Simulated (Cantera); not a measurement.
Input: 1 mol SiCl4, 39 mol H2, held at 652 °C and 1.00 Torr.

Cantera equilibrium calculation (NASA polynomials, part measured and part estimated; ideal gas, pure solids and liquids). Candidate condensed phases: Si; 19 gas species. The tables' values for SiCl3 are old estimates; treat these amounts as uncertain. Equilibrium is a limit: real reactors are often held back by kinetics, nucleation or transport.

Base state: H2 0.959, HCl 0.0200, SiCl4 0.0170, SiHCl3 0.00296, SiCl2 0.000601, SiCl3 0.000507, SiH2Cl2 5.07e-5 (mole fractions); condensed: Si(s).

What changes in the equilibrium state with this change: temperature from 652 °C to 1202 °C?


```
species       before     after
----------  --------  --------
H2             0.959     0.918
HCl           0.0200    0.0667
SiCl2       0.000601    0.0152
SiCl4         0.0170   2.88e-6
H            6.98e-9  0.000340
Cl             <1e-9   2.00e-5
SiHCl3       0.00296   3.76e-6
Si(s), mol     0.153     0.369
```

What changes in the equilibrium state with this change: temperature from 652 °C to 1250 °C?


```tsv
species	before	after
H2	0.959	0.918
HCl	0.0200	0.0661
SiCl2	0.000601	0.0156
SiCl4	0.0170	1.37e-6
H	6.98e-9	0.000606
Cl	<1e-9	3.50e-5
SiCl	<1e-9	2.05e-5
Si	<1e-9	1.35e-5
SiHCl3	0.00296	2.13e-6
Si(s), mol	0.153	0.357
```
The tables' values for SiCl3, SiCl are old estimates; treat these amounts as uncertain.
